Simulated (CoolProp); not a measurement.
Vapour-liquid equilibrium of R13 (1) + isobutane (2) at 230.3 K; x and y are mole fractions of (1).

The numbers come from the multi-fluid Helmholtz-energy mixture model, Platzer 1990 and Bücker 2006; pair parameters Bell 2016 in CoolProp. This equation is an older, rougher fit; its heat capacities, sound speeds and derivatives of the liquid may be far off and weren't checked against measurements.

Q: Give the bubble pressure and the first vapour's composition at x = 0.65, 0.85, 0.95. Is there an azeotrope?

A: x = 0.65: 390.8 kPa, y = 0.963; x = 0.85: 471.0 kPa, y = 0.982; x = 0.95: 518.5 kPa, y = 0.994. No azeotrope shows between x = 0.05 and 0.95.

The pair parameters rest on a limited set of measurements; away from them the model extrapolates.
